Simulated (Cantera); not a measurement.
Input: 1 mol PbO, 0.68 mol H2, 0.75 mol N2.

Method: chemical equilibrium by Gibbs-energy minimisation in Cantera with the NASA 1993 tables (ideal gas, pure condensed phases). Candidate condensed phases: H2O, Pb, PbO, PbO2, Pb3O4; 27 gas species. Each liquid is taken as pure. Mutual solubility and eutectic melting of coexisting phases are not modelled. Equilibrium is a limit: real reactors are often held back by kinetics, nucleation or transport.

Stable condensed phases, one row left out:

```
T in K \ P in Pa
              10      42     180     750    3200   13000   56000  240000 1000000
   1550        A       A       A       A       A       B       C       C       C
   1525        A       A       A       A       A       C       C       C       C
   1500        A       A       A       A       A       C       C       C       C
   1475        A       A       A       A       A       C       C       C       C
   1450        A       A       A       A       A       C       C       C       C
   1425        A       A       A       A       B       C       C       C       C
   1400        A       A       A       A       C       C       C       C       C
   1375        A       A       A       A       C       C       C       C       C
   1350        A       A       A       A       C       C       C       C       C
   1300        A       A       A       B       C       C       C       C       C
   1275        A       A       A       C       C       C       C       C       C
   1250        A       A       B       C       C       C       C       C       C
   1225        A       A       B       C       C       C       C       C       C
```

A: gas only; B: PbO; C: Pb + PbO.

Give the row for 1325 K.

10: gas only; 42: gas only; 180: gas only; 750: PbO; 3200: Pb + PbO; 13000: Pb + PbO; 56000: Pb + PbO; 240000: Pb + PbO; 1000000: Pb + PbO.
